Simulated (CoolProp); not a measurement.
Properties of hydrogen chloride along the isobar 0.173 MPa.

Model: reference Helmholtz-energy equation of state, Thol 2018, in CoolProp.

```
T (°C)  phase       Z  cv (kJ/(kg K))
------  -----  ------  --------------
1.35      gas  0.9866          0.5832
26.25     gas  0.9899          0.5788
51.25     gas  0.9922          0.5761
76.15     gas  0.9938          0.5745
101.05    gas  0.9950          0.5736
126.05    gas  0.9959          0.5733
150.95    gas  0.9966          0.5734
175.95    gas  0.9972          0.5739
200.85    gas  0.9976          0.5747
225.85    gas  0.9980          0.5758
```
